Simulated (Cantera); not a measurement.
Cantera run, input and output.

```python
import numpy as np
import cantera as ct

gas = ct.Solution("gri30.yaml")
gas.TPX = 600, 650000, {'C3H8': 1, 'O2': 5, 'N2': 18.8}
flame = ct.FreeFlame(gas, width=0.011)
flame.set_refine_criteria(ratio=3, slope=0.08, curve=0.16)
flame.transport_model = "mixture-averaged"
flame.solve(loglevel=0, auto=True)
z, T = flame.grid, flame.T
thick = (T[-1] - T[0]) / np.gradient(T, z).max()
show = ['C3H8', 'O2', 'C2H', 'H2', 'CH2CO', 'CH3']
print(f"laminar burning velocity  {flame.velocity[0] * 100:.3f} cm/s")
print(f"burnt temperature         {T[-1]:.1f} K")
print(f"thermal thickness         {thick * 1e3:.4f} mm")
print(f"grid points               {len(z)}")
z0 = z[flame.heat_release_rate.argmax()]
print(f"{'z/mm':>9s}{'T/K':>9s}{'u/(m/s)':>9s}" + "".join(f"{s:>11s}" for s in show))
rows = []
for k in (-3, -2, -1.5, -1, -0.5, -0.25, 0, 0.25, 0.5, 1, 2, 4, 8):
    zz = z0 + k * thick
    rows.append([k * thick, np.interp(zz, z, T), np.interp(zz, z, flame.velocity),
                 *(np.interp(zz, z, flame.X[gas.species_index(s)]) for s in show)])
    print(f"{rows[-1][0] * 1e3:9.3f}{rows[-1][1]:9.1f}{rows[-1][2]:9.3f}" + "".join(f"{x:11.3e}" for x in rows[-1][3:]))
```

Result:

```
laminar burning velocity  98.806 cm/s
burnt temperature         2477.0 K
thermal thickness         0.0578 mm
grid points               154
     z/mm      T/K  u/(m/s)       C3H8         O2        C2H         H2      CH2CO        CH3
   -0.174    600.2    0.989  4.029e-02  2.014e-01  5.282e-25  8.854e-04  1.734e-08  1.357e-09
   -0.116    601.9    0.994  4.023e-02  2.009e-01  1.247e-21  2.417e-03  3.126e-07  1.404e-08
   -0.087    608.8    1.007  4.013e-02  1.998e-01  2.387e-19  4.208e-03  2.140e-06  7.382e-08
   -0.058    657.5    1.095  3.954e-02  1.942e-01  5.984e-16  7.628e-03  2.671e-05  1.330e-06
   -0.029    991.1    1.692  3.047e-02  1.588e-01  4.718e-11  1.332e-02  4.312e-04  2.041e-04
   -0.014   1399.8    2.457  1.223e-02  1.148e-01  3.272e-08  1.636e-02  1.328e-03  1.331e-03
    0.000   1822.7    3.263  4.055e-04  6.617e-02  2.163e-06  1.617e-02  1.427e-03  1.279e-03
    0.014   2029.5    3.631  3.116e-07  3.848e-02  1.912e-06  1.215e-02  2.598e-04  1.728e-04
    0.029   2114.2    3.762  3.656e-11  2.753e-02  1.332e-07  9.899e-03  1.762e-05  1.132e-05
    0.058   2210.0    3.901  1.596e-17  2.019e-02  2.788e-10  8.844e-03  7.682e-08  5.224e-08
    0.116   2308.8    4.049  8.430e-27  1.534e-02  8.768e-15  7.534e-03  6.231e-12  5.835e-12
    0.231   2389.6    4.169  5.995e-36  1.165e-02  1.404e-19  5.856e-03  2.754e-16  1.162e-14
    0.463   2443.8    4.248  1.905e-39  8.950e-03  2.705e-21  4.597e-03  1.476e-17  2.901e-15
```

Computed with Cantera and GRI-Mech 3.0 (53 species, 325 reactions). GRI-Mech 3.0 was tuned for natural gas; its chemistry of propane as a main component is partial and can be far from experiment. Burning velocities carry a grid error of a few per cent, more on coarse grids.
